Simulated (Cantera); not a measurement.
Input (Python, Cantera) and output of one run.

```python
import numpy as np
import cantera as ct

gas_names = """
    AL ALC ALN AL2 C CN C2 CCN CNC C2N2 C3 C4 C4N2 C5 N N2
""".split()
cond_names = """
    AL(cr) AL(L) ALN(s) C(gr)
""".split()


# ... load() reads the species with a 1 bar reference pressure and builds the phases ...
atoms = {
    'AlN': {'AL': 1, 'N': 1},
    'C': {'C': 1},
    'N2': {'N': 2},
}
top_T = {'ALN(s)': 2750, 'C(gr)': 4500}  # K; cautious upper limits of use, not melting points


# ... equilibrate(T, P, feed) seeds the gas with the atoms and calls Mixture.equilibrate('TP', solver="vcs", rtol=1e-11, max_steps=5000) ...
results = []
feed = {'AlN': 1, 'C': 0.015, 'N2': 3.4}  # mol
T = 2098  # K
P = 84  # Pa
mix = equilibrate(T, P, feed)
results.append((T, P, feed, dict(zip(mix.species_names, mix.species_moles))))
x = sorted(zip(gas.X, gas.species_names), reverse=True)
print(f"T = {T:g} K  P = {P:g} Pa  gas = {mix.phase_moles(0):.4g} mol")
print("   x: " + "  ".join(f"{s} {v:.3e}" for v, s in x if v > 1e-05))
print("   condensed (mol): " + ("  ".join(f"{mix.phase(i).name} {mix.phase_moles(i):.4g}"
      for i in range(1, mix.n_phases) if mix.phase_moles(i) > 1e-12) or "none"))
```

Result:

```
T = 2098 K  P = 84 Pa  gas = 4.9 mol
   x: N2 7.959e-01  AL 2.041e-01  CN 5.879e-05
   condensed (mol): C(gr) 0.01467
```

Cantera equilibrium calculation (NASA polynomials, part measured and part estimated; ideal gas, pure solids and liquids).
